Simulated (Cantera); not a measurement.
Input (Python, Cantera):

```python
import numpy as np
import cantera as ct

gas = ct.Solution("gri30.yaml")
gas.TPX = 575, 101325, {'CH4': 1, 'CO': 0.89, 'O2': 1.7, 'N2': 6.67}
flame = ct.FreeFlame(gas, width=0.04)
flame.set_refine_criteria(ratio=3, slope=0.08, curve=0.16)
flame.transport_model = "mixture-averaged"
flame.solve(loglevel=0, auto=True)
z, T = flame.grid, flame.T
thick = (T[-1] - T[0]) / np.gradient(T, z).max()
show = ['CH4', 'CO', 'O2', 'C2H2', 'NO', 'CH3']
print(f"laminar burning velocity  {flame.velocity[0] * 100:.3f} cm/s")
print(f"burnt temperature         {T[-1]:.1f} K")
print(f"thermal thickness         {thick * 1e3:.4f} mm")
print(f"grid points               {len(z)}")
z0 = z[flame.heat_release_rate.argmax()]
print(f"{'z/mm':>9s}{'T/K':>9s}{'u/(m/s)':>9s}" + "".join(f"{s:>11s}" for s in show))
rows = []
for k in (-3, -2, -1.5, -1, -0.5, -0.25, 0, 0.25, 0.5, 1, 2, 4, 8):
    zz = z0 + k * thick
    rows.append([k * thick, np.interp(zz, z, T), np.interp(zz, z, flame.velocity),
                 *(np.interp(zz, z, flame.X[gas.species_index(s)]) for s in show)])
    print(f"{rows[-1][0] * 1e3:9.3f}{rows[-1][1]:9.1f}{rows[-1][2]:9.3f}" + "".join(f"{x:11.3e}" for x in rows[-1][3:]))
```

Result:

```
laminar burning velocity  100.533 cm/s
burnt temperature         2195.4 K
thermal thickness         0.3565 mm
grid points               155
     z/mm      T/K  u/(m/s)        CH4         CO         O2       C2H2         NO        CH3
   -1.070    575.3    1.008  9.724e-02  8.657e-02  1.654e-01  6.177e-09  6.114e-10  1.621e-08
   -0.713    577.6    1.015  9.672e-02  8.629e-02  1.647e-01  8.640e-08  6.761e-09  1.607e-07
   -0.535    588.5    1.039  9.558e-02  8.602e-02  1.634e-01  6.644e-07  4.183e-08  9.932e-07
   -0.357    667.4    1.189  9.005e-02  8.652e-02  1.575e-01  8.194e-06  4.275e-07  1.498e-05
   -0.178   1085.3    1.968  6.280e-02  9.615e-02  1.239e-01  9.446e-05  4.127e-06  5.814e-04
   -0.089   1472.3    2.697  3.491e-02  1.095e-01  8.546e-02  2.595e-04  9.233e-06  2.633e-03
    0.000   1819.4    3.354  9.830e-03  1.225e-01  4.267e-02  4.901e-04  1.810e-05  3.224e-03
    0.089   1985.0    3.656  1.220e-03  1.223e-01  1.650e-02  2.415e-04  3.093e-05  8.835e-04
    0.178   2033.0    3.728  9.708e-05  1.147e-01  6.458e-03  4.080e-05  4.237e-05  1.020e-04
    0.357   2061.2    3.758  6.154e-07  1.053e-01  2.106e-03  7.308e-07  5.353e-05  8.448e-07
    0.713   2087.3    3.794  3.246e-10  1.018e-01  1.255e-03  1.500e-09  5.980e-05  5.582e-10
    1.426   2118.0    3.842  9.770e-14  1.017e-01  8.176e-04  1.607e-13  6.345e-05  2.644e-13
    2.852   2149.3    3.891  9.233e-14  1.020e-01  4.357e-04  3.816e-17  6.669e-05  2.044e-13
```

Detailed kinetics in Cantera: GRI-Mech 3.0 (53 species, 325 reactions). Burning velocities carry a grid error of a few per cent, more on coarse grids.
